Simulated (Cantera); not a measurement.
Low-pressure radical oxidation in H2/O2

An isothermal, constant-pressure homogeneous reactor starts with H₂ : O₂ = 0.032 : 1 (molar parts), equivalence ratio 0.016, at 1000 K and 2.18 Torr.

Model: the H2/O2 subset of GRI-Mech 3.0, which has no nitrogen chemistry, integrated in Cantera. Radical loss at walls, strong at low pressure, is not modelled.

| t (s) | x H₂ | x O₂ | x O | x OH | x H₂O₂ |
|---|---|---|---|---|---|
| 0.000900 | 0.0310 | 0.969 | 2.91e-11 | 2.24e-11 | <1e-12 |
| 0.00247 | 0.0310 | 0.969 | 1.86e-10 | 1.11e-10 | <1e-12 |
| 0.00678 | 0.0310 | 0.969 | 2.45e-9 | 1.23e-9 | <1e-12 |
| 0.0186 | 0.0310 | 0.969 | 8.03e-7 | 3.97e-7 | 1.25e-12 |
| 0.0511 | 0.00324 | 0.950 | 0.0139 | 0.00208 | 3.93e-8 |
| 0.140 | 0.000323 | 0.950 | 0.0166 | 0.000972 | 1.04e-8 |
| 0.385 | 0.000206 | 0.957 | 0.0104 | 0.000774 | 1.11e-8 |
| 1.06 | 7.70e-5 | 0.964 | 0.00385 | 0.000471 | 1.18e-8 |
| 2.90 | 1.57e-5 | 0.968 | 0.000791 | 0.000213 | 1.08e-8 |
| 7.96 | 2.37e-6 | 0.968 | 0.000122 | 8.37e-5 | 7.41e-9 |
| 21.9 | 3.69e-7 | 0.968 | 1.93e-5 | 3.34e-5 | 3.78e-9 |
| 60.0 | 6.90e-8 | 0.968 | 3.68e-6 | 1.46e-5 | 1.60e-9 |
x: mole fraction; the columns are a selection and need not sum to one.

Equilibrium at this temperature and pressure: H₂ 5.23e-11, O₂ 0.969, O 2.89e-9, OH 4.09e-7, H₂O₂ 4.70e-12 (gas phase only).
